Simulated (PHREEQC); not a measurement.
Dissolve 0.0023 mol CaSO4, 0.00021 mol CO2 and 2.8e-07 mol H4SiO4 per kg of water at 35 °C. Closed to the air; pH follows from the charge balance.

Computed with PHREEQC (ion-association model, wateq4f.dat).

Precipitation was switched off in this run.

Problem. Predict the pH.

Solution. pH 5.03.

Problem. In which forms is S present?

Solution. SO4-2 83 %, CaSO4 17 % of the S.
